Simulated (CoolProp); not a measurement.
Saturation properties of R134a.

Values from CoolProp's reference Helmholtz-energy equation of state, Tillner-Roth 1994.

| T (K) | p (MPa) | vapour density (kg/m³) | liquid cp (kJ/(kg K)) | vapour viscosity (µPa s) | liquid conductivity (mW/(m K)) |
|---|---|---|---|---|---|
| 277.2 | ? | 16.59 | 1.352 | 10.9 | 90.2 |
| 283.9 | 0.4251 | 20.73 | 1.373 | 11.1 | 87.3 |
| 290.6 | 0.5280 | 25.66 | 1.395 | 11.4 | 84.4 |
| 297.2 | 0.6468 | 31.44 | ? | 11.7 | 81.5 |
| 303.9 | 0.7869 | 38.37 | 1.450 | 11.9 | 78.7 |
| 310.5 | 0.9462 | 46.45 | 1.483 | 12.2 | 75.9 |
| 317.2 | 1.132 | 56.14 | 1.524 | 12.6 | 73.0 |
| 323.8 | ? | 67.48 | 1.571 | ? | 70.2 |
| 330.5 | 1.579 | 81.21 | 1.632 | 13.4 | ? |
| 337.1 | 1.845 | 97.50 | 1.709 | 13.9 | ? |
| 343.8 | 2.148 | 117.7 | 1.816 | 14.5 | 61.4 |
| 350.5 | 2.488 | 143.1 | ? | 15.4 | 58.4 |

What belongs in the gaps?


- 277.2, p (MPa): 0.3383
- 297.2, liquid cp (kJ/(kg K)): 1.421
- 323.8, p (MPa): 1.340
- 323.8, vapour viscosity (µPa s): 13.0
- 330.5, liquid conductivity (mW/(m K)): 67.3
- 337.1, liquid conductivity (mW/(m K)): 64.4
- 350.5, liquid cp (kJ/(kg K)): 1.976

It boils at 247.1 K under 1 atm.

Viscosity comes from a separate model (Huber 2003), an estimate that may be off by 10 % or more. Thermal conductivity comes from a separate model (McLinden 2000), an estimate that may be off by 10 % or more.
